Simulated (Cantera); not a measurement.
Input (Python, Cantera) and output of one run.

```python
import numpy as np
import cantera as ct

gas_names = """
    O2 S2
""".split()
cond_names = """
    Na(L) Na2O(L) Na2S(L) Na2SO4(L)
""".split()


def load(file, names, dense=False):
    # The tables refer to 1 bar. Condensed volumes are neglected.
    table = {s.name: s for s in ct.Species.list_from_file(file)}
    out = []
    for n in names:
        d = dict(table[n].input_data)
        d["thermo"] = dict(d["thermo"], **{"reference-pressure": 1e5})
        if dense:
            d["equation-of-state"] = {"model": "constant-volume", "density": "1e6 g/cm^3"}
        out.append(ct.Species.from_dict(d))
    return out


species = {s.name: s for s in load("nasa_gas.yaml", gas_names) + load("nasa_condensed.yaml", cond_names)}
T = 1550
g = {n: (s.thermo.h(T) - T * s.thermo.s(T)) / (ct.gas_constant * T * np.log(10)) for n, s in species.items()}
valid = cond_names  # the entries whose range holds T


def stable(la, lb):
    # potentials (over RT ln 10) of the two non-metals from log10 p(O2) and log10 p(S2) in bar
    mu = {}
    mu["O"] = (g["O2"] + la) / 2
    mu["S"] = (g["S2"] + lb) / 2
    cost = {}
    for n in valid:
        c = species[n].composition
        cost[n] = (g[n] - sum(c.get(e, 0) * m for e, m in mu.items())) / c["Na"]
    return min(cost, key=cost.get)


results = []
for lb in [1, 0.2, -0.6, -1.4, -2.1, -2.9, -3.7, -4.5, -5.3, -6.1, -6.9, -7.6, -8.4, -9.2, -10]:
    row = [stable(la, lb) for la in [-20, -18.4, -16.8, -15.2, -13.5, -11.9, -10.3, -8.7, -7.1, -5.5, -3.8, -2.2, -0.6, 1]]
    results.append(row)
    print(f"{lb:6.1f}  " + " ".join(f"{valid.index(n):x}" for n in row))
print("key: " + ", ".join(f"{i:x} {n}" for i, n in enumerate(valid)))
```

Result:

```
   1.0  2 2 2 2 2 2 2 2 3 3 3 3 3 3
   0.2  2 2 2 2 2 2 2 2 3 3 3 3 3 3
  -0.6  2 2 2 2 2 2 2 2 3 3 3 3 3 3
  -1.4  2 2 2 2 2 2 2 2 3 3 3 3 3 3
  -2.1  2 2 2 2 2 2 2 2 3 3 3 3 3 3
  -2.9  2 2 2 2 2 2 2 2 3 3 3 3 3 3
  -3.7  2 2 2 2 2 2 2 2 3 3 3 3 3 3
  -4.5  2 2 2 2 2 2 2 2 3 3 3 3 3 3
  -5.3  2 2 2 2 2 2 2 2 3 3 3 3 3 3
  -6.1  2 2 2 2 2 2 2 2 3 3 3 3 3 3
  -6.9  2 2 2 2 2 2 2 2 3 3 3 3 3 3
  -7.6  2 2 2 2 2 2 2 2 3 3 3 3 3 3
  -8.4  2 2 2 2 2 2 2 2 3 3 3 3 3 3
  -9.2  2 2 2 2 2 2 2 2 3 3 3 3 3 3
 -10.0  2 2 2 2 2 2 2 2 3 3 3 3 3 3
key: 0 Na(L), 1 Na2O(L), 2 Na2S(L), 3 Na2SO4(L)
```

Standard-state values (1 bar) from the NASA 1993 polynomials, evaluated with Cantera. Not in the tables: pyrosulfates. Part of the grid cannot be reached: there another gas would pass 10 bar, or a non-metal would condense.
